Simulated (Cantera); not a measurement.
A closed system holds: 1 mol SiHCl3, 1.9 mol NH3, at 625 °C and 26.0 Pa.

Cantera equilibrium calculation (NASA polynomials, part measured and part estimated; ideal gas, pure solids and liquids). Candidate condensed phases: NH4Cl, Si, Si3N4; 28 gas species. The tables' values for SiCl3 are old estimates; treat these amounts as uncertain. Kinetics and transport are ignored.

Base state: HCl 0.449, H2 0.436, N2 0.0795, SiCl4 0.0354, SiHCl3 9.56e-5, SiCl3 3.63e-5 (mole fractions); condensed: Si3N4(s).

Q: What changes in the equilibrium state with this change: NH3 from 1.9 to 26 mol?

A: 
```
species         before    after
-------------  -------  -------
H2               0.436    0.713
N2              0.0795    0.231
HCl              0.449   0.0562
SiCl4           0.0354  1.59e-6
SiCl3          3.63e-5  1.67e-8
SiHCl3         9.56e-5  5.62e-8
Si3N4(s), mol    0.273    0.333
```
